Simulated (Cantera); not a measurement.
A perfectly stirred reactor is fed with H2 : O2 : N2 : H2O = 1 : 0.312 : 1.34 : 0.059 (molar parts), equivalence ratio 1.6, at 2.10 bar; it is adiabatic with a 548 K inlet, and is followed from long to short residence time, starting on the burning branch (τ in s: 0.35, 0.16, 0.069, 0.03, 0.013, 0.0059, 0.0026, 0.0011, 0.0005, 0.00022, 9.8e-05, 4.3e-05, 1.9e-05).

Computed with Cantera and the H2/O2 subset of GRI-Mech 3.0, which has no nitrogen chemistry. The hydrogen kinetics of GRI-Mech 3.0 are dated; newer H2 mechanisms differ, most at raised pressure.

### Question
What does this change do: pressure from 2.10 bar to 5.00 bar?

### Answer
```json
[
 {"quantity": "blow-out, bracketed by the residence times tried", "before": "burning at 19.0 µs, the shortest tried", "after": "burning at 19.0 µs, the shortest tried"},
 {"quantity": "x(H2) at τ = 0.350 s", "before": "0.156", "after": "0.156"},
 {"quantity": "x(O2) at τ = 0.350 s", "before": "8.90e-6", "after": "4.57e-6"},
 {"quantity": "x(H2O) at τ = 0.350 s", "before": "0.284", "after": "0.284"},
 {"quantity": "x(H2O2) at τ = 0.350 s", "before": "3.90e-9", "after": "3.75e-9"},
 {"quantity": "x(H) at τ = 0.350 s", "before": "0.00222", "after": "0.00141"},
 {"quantity": "x(H2) at τ = 2.60 ms", "before": "0.153", "after": "0.155"},
 {"quantity": "x(O2) at τ = 2.60 ms", "before": "0.000229", "after": "0.000141"},
 {"quantity": "x(H2O) at τ = 2.60 ms", "before": "0.280", "after": "0.282"},
 {"quantity": "x(H2O2) at τ = 2.60 ms", "before": "5.81e-8", "after": "4.77e-8"},
 {"quantity": "x(H) at τ = 2.60 ms", "before": "0.00977", "after": "0.00442"}
]
```
